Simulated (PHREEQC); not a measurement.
Dissolve 0.018 mol/kgw HF and 0.15 mol/kgw (CH3)4NF at 90 °C. Closed to the air; pH follows from the charge balance.

The numbers come from PHREEQC with the ion-association model, phreeqc.dat.

This is a speciation only: nothing precipitates in the calculation.

**Question.** Estimate the pH.

**Answer.** pH 4.67.

**Question.** In which forms is F present?

**Answer.** F- 85 %, HF2- 7.9 %, HF 6.7 % of the F.

Species that the database lacks are ignored. (CH3)4N+ isn't in the database: it is added as a free cation with an ion size of 4 Å. Constants without temperature data keep their 25 °C values here.
